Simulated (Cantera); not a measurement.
Mixture: 6.03 % CH4, 19.8 % O2, 74.2 % N2, equivalence ratio 0.61, at 1.01 bar, adiabatic and at constant pressure. Ignition delay is the time to a rise of 400 K.

Cantera simulation using GRI-Mech 3.0 (53 species, 325 reactions); the numbers are that mechanism's predictions, not measurements.

Q: Predict: delay at 1273 K; delay at 1373 K; delay at 1473 K; delay at 1573 K; delay at 1673 K; apparent activation energy between 1623 and 1723 K.

A: 
| Property | Value |
|---|---|
| delay at 1273 K | 12.8 ms |
| delay at 1373 K | 3.70 ms |
| delay at 1473 K | 1.26 ms |
| delay at 1573 K | 0.512 ms |
| delay at 1673 K | 0.240 ms |
| apparent activation energy between 1623 and 1723 K | 160 kJ/mol |
